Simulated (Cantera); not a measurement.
**Carbothermic reduction: Fe₃O₄ + CO + N₂**

Feed: 1 mol Fe₃O₄, 2.2 mol CO, 1.8 mol N₂, at 1.33 mbar.

Cantera equilibrium calculation (NASA polynomials, part measured and part estimated; ideal gas, pure solids and liquids). Candidate condensed phases: C, Fe, Fe(CO)₅, FeO, Fe₂O₃, Fe₃O₄; 27 gas species. The tables' stoichiometric FeO is somewhat more stable than real wüstite, so its field is too wide. FeO: taken at fixed stoichiometry. Rates play no part.

From 1148 K to 1648 K the condensed part is FeO(s). From 1748 K to 2148 K the condensed part is FeO(l).

| T (K) | log p N₂ | log p CO | log p CO₂ | log p Fe | log p O₂ | log p FeO | n FeO(s) | n FeO(l) |
|---|---|---|---|---|---|---|---|---|
| 1148 | -3.22 | -3.40 | -3.48 | -11.69 | <-14 | <-14 | 3.00 | 0 |
| 1248 | -3.22 | -3.40 | -3.48 | -10.27 | -14.73 | -13.12 | 3.00 | 0 |
| 1348 | -3.22 | -3.40 | -3.48 | -9.06 | -12.98 | -11.56 | 3.00 | 0 |
| 1448 | -3.22 | -3.40 | -3.48 | -8.02 | -11.48 | -10.22 | 3.00 | 0 |
| 1548 | -3.22 | -3.40 | -3.48 | -7.12 | -10.17 | -9.07 | 3.00 | 0 |
| 1648 | -3.22 | -3.40 | -3.48 | -6.33 | -9.02 | -8.05 | 3.00 | 0 |
| 1748 | -3.22 | -3.40 | -3.48 | -5.69 | -8.00 | -7.21 | 0 | 2.99 |
| 1848 | -3.22 | -3.41 | -3.47 | -5.12 | -7.08 | -6.46 | 0 | 2.98 |
| 1948 | -3.23 | -3.43 | -3.46 | -4.64 | -6.20 | -5.79 | 0 | 2.93 |
| 2048 | -3.25 | -3.48 | -3.44 | -4.25 | -5.35 | -5.19 | 0 | 2.80 |
| 2148 | -3.29 | -3.55 | -3.46 | -3.89 | -4.57 | -4.65 | 0 | 2.47 |
log p: log10 of the partial pressure in bar; n: condensed amount in mol.
